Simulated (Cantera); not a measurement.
Hydrocarbon pyrolysis for carbon deposition

An isothermal, constant-pressure homogeneous reactor starts with 17.5 % C2H6, 82.5 % H2, at 1673 K and 0.230 bar.

Detailed kinetics in Cantera: GRI-Mech 3.0 (53 species, 325 reactions). GRI-Mech 3.0 stops at C3 and has no aromatics, soot or wall deposition, so with more carbon than oxygen in the feed, carbon stays in small species such as C2H2 where larger ones or solid carbon would form.

```tsv
t (s)	x C2H6	x H2	x CH3	x CH4	x CH2	x C2H
5.00e-5	0.0252	0.772	0.00999	0.121	8.86e-6	1.03e-7
0.000113	0.00333	0.769	0.00394	0.143	2.75e-6	1.54e-7
0.000255	0.000542	0.773	0.00162	0.143	6.69e-7	1.03e-7
0.000577	0.000136	0.776	0.000818	0.142	2.00e-7	6.75e-8
0.00130	6.22e-5	0.779	0.000571	0.140	1.04e-7	5.84e-8
0.00294	5.36e-5	0.782	0.000552	0.137	9.81e-8	6.86e-8
0.00665	5.29e-5	0.786	0.000561	0.133	1.04e-7	8.03e-8
0.0150	4.80e-5	0.791	0.000538	0.125	1.01e-7	8.55e-8
0.0340	3.85e-5	0.800	0.000484	0.111	9.34e-8	9.26e-8
0.0767	2.51e-5	0.815	0.000394	0.0874	7.94e-8	1.05e-7
0.173	1.21e-5	0.833	0.000275	0.0584	5.94e-8	1.22e-7
0.392	4.31e-6	0.849	0.000162	0.0329	3.80e-8	1.39e-7
0.885	1.52e-6	0.859	8.94e-5	0.0174	2.23e-8	1.51e-7
2.00	8.65e-7	0.863	5.94e-5	0.0114	1.53e-8	1.56e-7
```
x: mole fraction; the columns are a selection and need not sum to one.

Equilibrium at this temperature and pressure: C2H6 7.80e-7, H2 0.863, CH3 5.42e-5, CH4 0.0104, CH2 1.40e-8, C2H 1.57e-7 (gas phase only).
